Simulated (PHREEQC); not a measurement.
Solution (25 °C): 0.02 mol HCl, 0.00015 mol ZnSO4 and 0.00027 mol MnSO4 per kg of water. Closed to the air; pH follows from the charge balance.

Computed with PHREEQC (ion-association model, phreeqc.dat).

Task: The ionic strength comes out as 0.0212 mol/kgw. What activity coefficients do ZnCl+, Cl-, SO4-2, HSO4-, H+ get?

Result: ZnCl+ 0.87, Cl- 0.86, SO4-2 0.58, HSO4- 0.87, H+ 0.89.

Precipitation was switched off in this run.
